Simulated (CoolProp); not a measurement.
Hexamethyldisiloxane (MM) at 503.32 K and 1.11 MPa is compressed adiabatically to 5.34 MPa with isentropic efficiency 0.85. Each further row changes one setting.

Values from CoolProp's reference Helmholtz-energy equation of state, Thol 2016.

```
case             work (kJ/kg)  final temperature (K)  final density (kg/m³)
---------------  ------------  ---------------------  ---------------------
as stated                   …                  556.5                      …
efficiency 1             19.4                  555.2                      …
efficiency 0.65          29.8                  559.1                    420
```

**Question.** What belongs in the gaps?

**Answer.** 
- as stated, work (kJ/kg): 22.8
- as stated, final density (kg/m³): 426
- efficiency 1, final density (kg/m³): 429
